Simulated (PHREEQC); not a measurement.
City or well water (model solution)

Synthetic water in mg/L, 25 °C, pH 6.27, pe 9.3: Na 6.74; K 0.157; Ca 12.4; Mg 1.75; Cl 1.87; S(6) as SO4 11.8; Alkalinity as HCO3 46.3; Si as SiO2 0.187; B 0.0485.

Valence states are taken as typed.

The numbers come from PHREEQC with the ion-association model, phreeqc.dat.

No solid was allowed to form.

Predict the specific conductance, charge-balance error.

specific conductance 109 µS/cm; charge-balance error 0.1 %.

In which forms is Ca present?

Ca+2 98 %, CaSO4 1.4 %, CaHCO3+ 0.8 % of the Ca.
